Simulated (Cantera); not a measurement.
Input: 1 mol CH4, 0.14 mol NH3, 6 mol N2, equilibrated at 2600 °C and 7.50 Torr.

Cantera equilibrium calculation (NASA polynomials, part measured and part estimated; ideal gas, pure solids and liquids). Candidate condensed phases: C, C6H6, C7H8, C8H18; 92 gas species. Rates play no part.

Base state: N2 0.596, H 0.273, H2 0.0673, HCN 0.0319, CN 0.0117, C3 0.00757, HNC 0.00541, C2H2 (acetylene) 0.00285 (mole fractions); condensed: C(graphite).

What changes in the equilibrium state with this change: CH4 replaced by C2H5OH?


| species | before | after |
|---|---|---|
| N2 | 0.596 | 0.468 |
| H | 0.273 | 0.306 |
| H2 | 0.0673 | 0.0847 |
| CO | 0 | 0.0809 |
| CN | 0.0117 | 0.0101 |
| HCN | 0.0319 | 0.0307 |
| C2N2 | 0.000324 | 0.000239 |
| CNC | 1.85e-5 | 1.54e-5 |
| C2H2 (acetylene) | 0.00285 | 0.00337 |
| C5 | 9.27e-5 | 7.94e-5 |
| C(graphite), mol | 0.168 | 0 |
Further candidate phases: H2O.
